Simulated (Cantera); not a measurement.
Gas activation for diamond growth

An isothermal, constant-pressure homogeneous reactor starts with 4.31 % CH4, 95.7 % H2, at 1850 K and 128 Torr.

Cantera simulation using GRI-Mech 3.0 (53 species, 325 reactions); the numbers are that mechanism's predictions, not measurements. GRI-Mech 3.0 stops at C3 and has no aromatics, soot or wall deposition, so with more carbon than oxygen in the feed, carbon stays in small species such as C2H2 where larger ones or solid carbon would form.

```
t (s)        x CH4   x H2    x CH2    x C2H4       x H     x CH3    x C2H2
--------  --------  -----  -------  --------  --------  --------  --------
0.000800    0.0421  0.956  5.98e-7   7.01e-5  0.000795  0.000699   4.97e-5
0.00165     0.0408  0.957  1.06e-6  0.000150   0.00109  0.000933  0.000462
0.00341     0.0382  0.958  1.12e-6  0.000153   0.00116  0.000927   0.00170
0.00706     0.0337  0.960  1.02e-6  0.000127   0.00118  0.000826   0.00393
0.0146      0.0270  0.964  8.62e-7   9.59e-5   0.00120  0.000672   0.00724
0.0301      0.0190  0.968  6.50e-7   6.91e-5   0.00122  0.000482    0.0112
0.0622      0.0117  0.972  4.28e-7   5.55e-5   0.00125  0.000302    0.0148
0.129      0.00644  0.975  2.50e-7   5.24e-5   0.00128  0.000169    0.0174
0.266      0.00336  0.976  1.35e-7   5.33e-5   0.00129   8.89e-5    0.0189
0.549      0.00179  0.977  7.35e-8   5.45e-5   0.00130   4.77e-5    0.0197
1.13       0.00113  0.977  4.67e-8   5.52e-5   0.00130   3.01e-5    0.0200
2.34      0.000951  0.978  3.95e-8   5.54e-5   0.00130   2.54e-5    0.0201
4.84      0.000937  0.978  3.90e-8   5.54e-5   0.00130   2.50e-5    0.0201
10.0      0.000937  0.978  3.90e-8   5.54e-5   0.00130   2.50e-5    0.0201
```
x: mole fraction; the columns are a selection and need not sum to one.

Equilibrium at this temperature and pressure: CH4 0.000937, H2 0.978, CH2 3.90e-8, C2H4 5.54e-5, H 0.00130, CH3 2.50e-5, C2H2 0.0201 (gas phase only).
